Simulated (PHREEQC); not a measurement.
Solution (25 °C): 0.0005 mol H3PO4 and 0.052 mol NaOH per kg of water. Closed to the air; pH follows from the charge balance.

Model: ion-association model, phreeqc.dat, run in PHREEQC.

This is a speciation only: nothing precipitates in the calculation.

### Question
What pH, density does the model give?

### Answer
pH 12.61; density 0.999 g/cm³.

### Question
In which forms is P present?

### Answer
PO4-3 84 %, HPO4-2 16 %, NaHPO4- 0.7 % of the P.
